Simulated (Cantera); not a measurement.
An adiabatic, constant-volume homogeneous reactor starts with CH4 : H2 : O2 : N2 = 1 : 1.3 : 6.31 : 23.7 (molar parts), at 1648 K and 760000 Pa. Integrator tolerance rtol = 1e-08.

Computed with Cantera and GRI-Mech 3.0 (53 species, 325 reactions).

What does this change do: 0.56 parts CO2 added?


```
quantity                                                            before                                      after
---------------------------------  ---------------------------------------  -----------------------------------------
time of steepest temperature rise                                  6.44 µs                                    6.63 µs
temperature at 2.00 s                                               2647 K                                     2620 K
equilibrium temperature                                             2647 K                                     2620 K
x(CH4) at 2.00 s                     <1e-12 (gas-phase equilibrium <1e-12)      <1e-12 (gas-phase equilibrium <1e-12)
x(H2) at 2.00 s                    0.00103 (gas-phase equilibrium 0.00103)  0.000911 (gas-phase equilibrium 0.000911)
x(O2) at 2.00 s                        0.103 (gas-phase equilibrium 0.103)        0.102 (gas-phase equilibrium 0.102)
x(H2O) at 2.00 s                     0.0974 (gas-phase equilibrium 0.0974)      0.0962 (gas-phase equilibrium 0.0962)
x(NO) at 2.00 s                      0.0199 (gas-phase equilibrium 0.0199)      0.0188 (gas-phase equilibrium 0.0188)
x(C2H) at 2.00 s                     <1e-12 (gas-phase equilibrium <1e-12)      <1e-12 (gas-phase equilibrium <1e-12)
```

What does this change do: pressure from 760000 Pa to 500000 Pa?


```tsv
quantity	before	after
time of steepest temperature rise	6.44 µs	8.90 µs
temperature at 2.00 s	2647 K	2636 K
equilibrium temperature	2647 K	2636 K
x(CH4) at 2.00 s	<1e-12 (gas-phase equilibrium <1e-12)	<1e-12 (gas-phase equilibrium <1e-12)
x(H2) at 2.00 s	0.00103 (gas-phase equilibrium 0.00103)	0.00120 (gas-phase equilibrium 0.00120)
x(O2) at 2.00 s	0.103 (gas-phase equilibrium 0.103)	0.103 (gas-phase equilibrium 0.103)
x(H2O) at 2.00 s	0.0974 (gas-phase equilibrium 0.0974)	0.0968 (gas-phase equilibrium 0.0968)
x(NO) at 2.00 s	0.0199 (gas-phase equilibrium 0.0199)	0.0195 (gas-phase equilibrium 0.0195)
x(C2H) at 2.00 s	<1e-12 (gas-phase equilibrium <1e-12)	<1e-12 (gas-phase equilibrium <1e-12)
```
